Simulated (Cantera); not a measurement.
**Thermodynamics of metals in furnace atmospheres, feed Pb + O₂ + CO**

A closed system holds: 1 mol Pb, 0.0013 mol O₂, 24 mol CO, at 0.133 bar.

These are equilibrium values from Cantera (NASA tables, ideal gas, pure condensed phases), not measurements of a reactor. Candidate condensed phases: C, Pb, PbO, PbO₂, Pb₃O₄; 15 gas species. The numbers say what is thermodynamically allowed, not how fast it happens.

```json
[
 {"T (K)": "1175", "x CO": "0.993", "x Pb": "0.00327", "x CO₂": "0.00356", "x Pb₂": "9.38e-8", "x PbO": "3.72e-10", "n C(graphite)": "0.0829", "n Pb(l)": "0.922"},
 {"T (K)": "1225", "x CO": "0.991", "x Pb": "0.00701", "x CO₂": "0.00175", "x Pb₂": "3.35e-7", "x PbO": "7.56e-10", "n C(graphite)": "0.0397", "n Pb(l)": "0.831"},
 {"T (K)": "1275", "x CO": "0.985", "x Pb": "0.0141", "x CO₂": "0.000907", "x Pb₂": "1.08e-6", "x PbO": "1.44e-9", "n C(graphite)": "0.0195", "n Pb(l)": "0.656"},
 {"T (K)": "1325", "x CO": "0.972", "x Pb": "0.0270", "x CO₂": "0.000487", "x Pb₂": "3.18e-6", "x PbO": "2.61e-9", "n C(graphite)": "0.00941", "n Pb(l)": "0.333"},
 {"T (K)": "1375", "x CO": "0.960", "x Pb": "0.0400", "x CO₂": "0.000273", "x Pb₂": "5.69e-6", "x PbO": "3.66e-9", "n C(graphite)": "0.00423", "n Pb(l)": "0"},
 {"T (K)": "1425", "x CO": "0.960", "x Pb": "0.0400", "x CO₂": "0.000164", "x Pb₂": "4.71e-6", "x PbO": "3.53e-9", "n C(graphite)": "0", "n Pb(l)": "0"},
 {"T (K)": "1475", "x CO": "0.960", "x Pb": "0.0400", "x CO₂": "0.000104", "x Pb₂": "3.96e-6", "x PbO": "3.48e-9", "n C(graphite)": "0", "n Pb(l)": "0"},
 {"T (K)": "1525", "x CO": "0.960", "x Pb": "0.0400", "x CO₂": "0.000104", "x Pb₂": "3.36e-6", "x PbO": "5.25e-9", "n C(graphite)": "0", "n Pb(l)": "0"},
 {"T (K)": "1575", "x CO": "0.960", "x Pb": "0.0400", "x CO₂": "0.000104", "x Pb₂": "2.88e-6", "x PbO": "7.71e-9", "n C(graphite)": "0", "n Pb(l)": "0"}
]
```
x: gas mole fraction; n: condensed amount in mol.

From 1175 K to 1325 K the condensed part is C(graphite) + Pb(l). At 1375 K the condensed part is C(graphite). From 1425 K to 1575 K nothing is condensed. The main Pb-bearing gas is Pb throughout.
